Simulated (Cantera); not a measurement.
Charge: 1 mol CH3SiCl3, 0.36 mol C2H4, 870 mol H2, held at 0.00170 bar.

Cantera equilibrium calculation (NASA polynomials, part measured and part estimated; ideal gas, pure solids and liquids). Candidate condensed phases: C, C6H6, C7H8, C8H18, Si, SiC; 109 gas species. The feed counts by its element totals alone. Kinetics and transport are ignored.

x: gas mole fraction; n: condensed amount in mol.

```tsv
T (K)	x H2	x H	x HCl	x Si	x C2H2 (acetylene)	x Cl	n C(graphite)	n SiC(s)
1675	0.994	0.00281	0.00342	3.43e-6	5.77e-5	7.54e-6	0.621	0.996
1725	0.992	0.00449	0.00341	1.01e-5	9.14e-5	1.20e-5	0.569	0.989
1775	0.989	0.00698	0.00340	2.77e-5	0.000141	1.84e-5	0.498	0.972
1825	0.986	0.0106	0.00338	7.21e-5	0.000212	2.78e-5	0.415	0.929
1875	0.980	0.0157	0.00336	0.000178	0.000311	4.09e-5	0.337	0.825
1925	0.973	0.0229	0.00333	0.000421	0.000445	5.89e-5	0.317	0.584
1975	0.962	?	0.00328	0.000949	?	?	?	?
2025	0.949	?	0.00323	0.00101	0.000859	?	?	0
2075	0.932	0.0624	0.00316	0.00102	0.000900	0.000156	0	0
2125	0.911	0.0840	0.00307	0.00102	0.000893	0.000208	0	0
```

### Question
Complete the blanks.

### Answer

- 2025, x H: 0.0455
- 2025, x Cl: 0.000115
- 2025, n C(graphite): 0.0811
- 1975, x H: 0.0326
- 1975, x C2H2 (acetylene): 0.000625
- 1975, x Cl: 8.30e-5
- 1975, n C(graphite): 0.475
- 1975, n SiC(s): 0.0487
